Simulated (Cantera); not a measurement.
An isothermal, constant-pressure homogeneous reactor starts with CO : O2 : H2O : N2 = 0.018 : 0.028 : 0.0048 : 1 (molar parts), equivalence ratio 0.32, at 873 K and 760 Torr. Integrator tolerance rtol = 1e-08.

Cantera simulation using GRI-Mech 3.0 (53 species, 325 reactions); the numbers are that mechanism's predictions, not measurements.

### Question
What does this change do: N2 1 to 0.45 parts?

### Answer
```json
[
 {"quantity": "x(CO) at 70.0 s", "before": "0.0116 (gas-phase equilibrium <1e-12)", "after": "0.0173 (gas-phase equilibrium <1e-12)"},
 {"quantity": "x(O2) at 70.0 s", "before": "0.0239 (gas-phase equilibrium 0.0182)", "after": "0.0470 (gas-phase equilibrium 0.0386)"},
 {"quantity": "x(H2O) at 70.0 s", "before": "0.00457 (gas-phase equilibrium 0.00461)", "after": "0.00965 (gas-phase equilibrium 0.00976)"},
 {"quantity": "x(NO) at 70.0 s", "before": "2.92e-12 (gas-phase equilibrium 2.07e-6)", "after": "5.90e-12 (gas-phase equilibrium 2.94e-6)"},
 {"quantity": "x(HO2) at 70.0 s", "before": "7.91e-7 (gas-phase equilibrium 3.13e-12)", "after": "1.40e-6 (gas-phase equilibrium 8.01e-12)"}
]
```
The temperature is held fixed by assumption; the heat of reaction is taken as removed at once.
